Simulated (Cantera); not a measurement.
Charge: 1 mol Si₂Cl₆, 0.86 mol HCl, 5 mol N₂, equilibrated at 800 K and 7.50 Torr.

Method: chemical equilibrium by Gibbs-energy minimisation in Cantera with the NASA 1993 tables (ideal gas, pure condensed phases). Candidate condensed phases: NH₄Cl, Si, Si₃N₄; 28 gas species. The feed counts by its element totals alone. N₂ is the only nitrogen source here; it is nearly inert below about 1500 K, so the nitride shown seldom forms there in practice. Kinetics and transport are ignored.

**Question.** What is the equilibrium state?

**Answer.** 
| Property | Value |
|---|---|
| x(N₂) | 0.669 |
| x(SiCl₄) | 0.219 |
| x(HCl) | 0.101 |
| x(H₂) | 0.0107 |
| x(SiHCl₃) | 2.09e-5 |
| x(SiCl₃) | 1.40e-6 |
| n(Si₃N₄(s)) | 0.154 mol |
| gas amount | 7.014 mol |
| log10 activity of Si(s) (absent) | -8.99 |
